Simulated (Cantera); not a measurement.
Feed: 1 mol BaF₂, 0.26 mol H₂, 0.11 mol N₂, at 1727 °C and 13.3 mbar.

Equilibrium computed with Cantera from the NASA thermochemical tables; the gas is ideal and each condensed phase is pure. Candidate condensed phases: Ba, BaF₂; 24 gas species. Rates play no part.

Base state: BaF₂ 0.659, H₂ 0.157, N₂ 0.0780, HF 0.0504, BaF 0.0500, H 0.00557, Ba 0.000159 (mole fractions); condensed: gas only.

What changes in the equilibrium state with this change: temperature from 1727 °C to 977 °C?


```json
[
 {"species": "H₂", "before": "0.157", "after": "0.703"},
 {"species": "N₂", "before": "0.0780", "after": "0.297"},
 {"species": "BaF₂", "before": "0.659", "after": "6.78e-6"},
 {"species": "BaF", "before": "0.0500", "after": "5.95e-6"},
 {"species": "HF", "before": "0.0504", "after": "6.13e-6"},
 {"species": "Ba", "before": "0.000159", "after": "9.01e-8"},
 {"species": "H", "before": "0.00557", "after": "3.51e-6"},
 {"species": "BaF₂(s), mol", "before": "0", "after": "1.000"}
]
```
